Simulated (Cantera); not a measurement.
Feed: 1 mol CCl₄, 0.51 mol HCl, 7.5 mol H₂, held at 1.00e-5 bar.

Cantera equilibrium calculation (NASA polynomials, part measured and part estimated; ideal gas, pure solids and liquids). Candidate condensed phases: C, C₆H₆, C₇H₈, C₈H₁₈; 91 gas species. The numbers say what is thermodynamically allowed, not how fast it happens.

Q: At 2873 K, list the 7 most abundant gas species with their mole fractions, and the condensed phases.

A: H 0.738, Cl 0.215, C 0.0454, C₂ 0.000752, H₂ 0.000493, C₃ 0.000241, HCl 0.000209. Condensed: gas only.
